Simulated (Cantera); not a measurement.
# NO annealing gas

A perfectly stirred reactor is fed with 13.7 % NO, 86.3 % N2, at 113 Torr; it is held at 2125 K, and followed from long to short residence time.

Detailed kinetics in Cantera: GRI-Mech 3.0 (53 species, 325 reactions).

```csv
τ (s),x NO,x N2O,x NO2,x O2,x N2,x O
23,0.0136,2.05e-7,4.02e-6,0.0611,0.924,0.00106
5.6,0.0307,5.08e-7,8.43e-6,0.0526,0.916,0.000990
1.4,0.0723,2.33e-6,1.56e-5,0.0319,0.895,0.000787
0.33,0.119,6.53e-6,1.44e-5,0.00869,0.872,0.000458
0.079,0.134,8.43e-6,9.20e-6,0.00156,0.865,0.000272
0.019,0.136,8.59e-6,5.65e-6,0.000222,0.863,0.000163
0.0046,0.137,7.43e-6,2.03e-6,1.62e-5,0.863,5.70e-5
0.0011,0.137,4.48e-6,3.91e-7,7.44e-7,0.863,1.20e-5
0.00027,0.137,1.70e-6,5.48e-8,3.56e-8,0.863,2.39e-6
```
x: mole fraction; the columns are a selection and need not sum to one.
